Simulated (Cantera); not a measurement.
Feed: 1 mol Cu2O, a varied amount of CO, equilibrated at 22.0 mbar.

These are equilibrium values from Cantera (NASA tables, ideal gas, pure condensed phases), not measurements of a reactor. Candidate condensed phases: C, Cu, CuO, Cu2O; 15 gas species. Each liquid is taken as pure. Mutual solubility and eutectic melting of coexisting phases are not modelled. The numbers say what is thermodynamically allowed, not how fast it happens.

Problem. What condenses at these points (T in °C, n(CO) in mol): (1500, 0.69); (1500, 3.1); (1750, 1.1); (1500, 1.1); (1650, 3.1); (2100, 1.5)?

Solution. 
```
T (°C)  n(CO) in mol  condensed phases  Cu condensed (%)
------  ------------  ----------------  ----------------
1500            0.69         Cu + Cu2O              99.3
1500             3.1                Cu              97.2
1750             1.1                Cu              82.1
1500             1.1                Cu              99.0
1650             3.1                Cu              84.0
2100             1.5          gas only               0.0
```
